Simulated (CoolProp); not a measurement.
Properties of ethanol along the isotherm 375.2 K.

Computed with CoolProp (reference Helmholtz-energy equation of state, Schroeder 2014).

```
p (bar)   phase        Z  cv (kJ/(kg K))  expansivity (1/kK)
-------  ------  -------  --------------  ------------------
8.55     liquid  0.01772           2.604               1.559
17.1     liquid  0.03537           2.601               1.539
25.6     liquid        …           2.598               1.521
34.2     liquid  0.07048           2.596               1.503
42.7     liquid  0.08785           2.593                   …
51.3     liquid   0.1054           2.591               1.469
59.8     liquid   0.1226           2.588               1.453
68.4     liquid   0.1400           2.586               1.437
76.9     liquid   0.1572           2.584                   …
85.5     liquid   0.1745           2.582               1.408
94       liquid   0.1915           2.580               1.394
```

**Question.** Fill in the missing entries.

**Answer.** 
- 25.6, Z: 0.05285
- 42.7, expansivity (1/kK): 1.485
- 76.9, expansivity (1/kK): 1.422
